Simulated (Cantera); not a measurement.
## Stirred combustor or abatement burner

A perfectly stirred reactor is fed with 4.87 % CH₄, 0.779 % CO, 19.9 % O₂, 74.5 % N₂, equivalence ratio 0.51, at 750 Torr; it is adiabatic with a 725 K inlet, and is followed from long to short residence time, starting on the burning branch (τ in s: 0.28, 0.1, 0.039, 0.014, 0.0053, 0.002, 0.00073, 0.00027, 0.0001, 3.7e-05).

Model: GRI-Mech 3.0 (53 species, 325 reactions), integrated in Cantera.

| τ (s) | T (K) | x CH₄ | x CO | x O₂ | x NO | x NO₂ | x CH₃ |
|---|---|---|---|---|---|---|---|
| 0.28 | 1854 | 3.41e-6 | 0.000180 | 0.0975 | 5.48e-5 | 8.60e-8 | 8.34e-7 |
| 0.10 | 1851 | 7.14e-6 | 0.000328 | 0.0975 | 3.49e-5 | 5.56e-8 | 1.70e-6 |
| 0.039 | 1846 | 1.33e-5 | 0.000595 | 0.0975 | 2.60e-5 | 4.05e-8 | 3.02e-6 |
| 0.014 | 1836 | 2.54e-5 | 0.00115 | 0.0975 | 1.94e-5 | 2.75e-8 | 5.36e-6 |
| 0.0053 | 1819 | 4.71e-5 | 0.00215 | 0.0977 | 1.42e-5 | 1.74e-8 | 9.04e-6 |
| 0.0020 | 1791 | 9.00e-5 | 0.00393 | 0.0982 | 1.03e-5 | 1.06e-8 | 1.54e-5 |
| 0.00073 | 1744 | 0.000189 | 0.00725 | 0.0995 | 7.50e-6 | 6.49e-9 | 2.80e-5 |
| 0.00027 | 1671 | 0.000468 | 0.0134 | 0.103 | 4.79e-6 | 3.84e-9 | 5.78e-5 |
| 0.00010 | 725 | 0.0487 | 0.00779 | 0.199 | <1e-12 | <1e-12 | <1e-12 |
| 3.7e-5 | 725 | 0.0487 | 0.00779 | 0.199 | <1e-12 | <1e-12 | <1e-12 |
x: mole fraction; the columns are a selection and need not sum to one.
